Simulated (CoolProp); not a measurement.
c-C4F8 (RC318) along the isotherm -34.85 °C: density (kg/m³) from the reference equation and from simpler models built on Tc = 115.2 °C, pc = 2.778 MPa, ω = 0.355; each cubic takes its own stable root.

Model: reference Helmholtz-energy equation of state, Platzer 1990, in CoolProp. This equation is an older, rougher fit; its heat capacities, sound speeds and derivatives of the liquid may be far off and weren't checked against measurements.

```json
[
 {"p (MPa)": "0.00439", "phase": "gas", "reference": "0.4444", "van der Waals": "0.4438", "Redlich-Kwong": "0.4441", "Soave-Redlich-Kwong": "0.4443", "Peng-Robinson": "0.4443"},
 {"p (MPa)": "0.00902", "phase": "gas", "reference": "0.9155", "van der Waals": "0.9134", "Redlich-Kwong": "0.9145", "Soave-Redlich-Kwong": "0.9153", "Peng-Robinson": "0.9154"},
 {"p (MPa)": "0.0185", "phase": "gas", "reference": "1.889", "van der Waals": "1.879", "Redlich-Kwong": "1.884", "Soave-Redlich-Kwong": "1.887", "Peng-Robinson": "1.888"},
 {"p (MPa)": "0.038", "phase": "liquid", "reference": "1713", "van der Waals": "3.886", "Redlich-Kwong": "3.907", "Soave-Redlich-Kwong": "1617", "Peng-Robinson": "1824"},
 {"p (MPa)": "0.0781", "phase": "liquid", "reference": "1713", "van der Waals": "8.099", "Redlich-Kwong": "1544", "Soave-Redlich-Kwong": "1617", "Peng-Robinson": "1824"},
 {"p (MPa)": "0.16", "phase": "liquid", "reference": "1714", "van der Waals": "17.11", "Redlich-Kwong": "1545", "Soave-Redlich-Kwong": "1617", "Peng-Robinson": "1825"},
 {"p (MPa)": "0.329", "phase": "liquid", "reference": "1714", "van der Waals": "1051", "Redlich-Kwong": "1546", "Soave-Redlich-Kwong": "1618", "Peng-Robinson": "1825"},
 {"p (MPa)": "0.676", "phase": "liquid", "reference": "1715", "van der Waals": "1055", "Redlich-Kwong": "1549", "Soave-Redlich-Kwong": "1620", "Peng-Robinson": "1827"},
 {"p (MPa)": "1.39", "phase": "liquid", "reference": "1718", "van der Waals": "1062", "Redlich-Kwong": "1554", "Soave-Redlich-Kwong": "1623", "Peng-Robinson": "1830"}
]
```

At some of these states van der Waals, Redlich-Kwong gives the other phase, because its saturation line lies elsewhere.
